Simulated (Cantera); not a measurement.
A closed system holds: 1 mol SiO₂, 25 mol H₂, 0.086 mol H₂O, at 2173.15 K and 10000 Pa.

Method: chemical equilibrium by Gibbs-energy minimisation in Cantera with the NASA 1993 tables (ideal gas, pure condensed phases). Candidate condensed phases: H₂O, Si, SiO₂; 18 gas species. Equilibrium is a limit: real reactors are often held back by kinetics, nucleation or transport.

Base state: H₂ 0.906, H₂O 0.0412, SiO 0.0380, H 0.0145, OH 8.86e-5 (mole fractions); condensed: gas only.

### Question
What changes in the equilibrium state with this change: pressure from 10000 Pa to 89.0 Pa?

### Answer
```
species   before     after
-------  -------  --------
H₂         0.906     0.783
H         0.0145     0.143
H₂O       0.0412    0.0376
SiO       0.0380    0.0356
O        9.97e-7  0.000118
OH       8.86e-5  0.000921
```
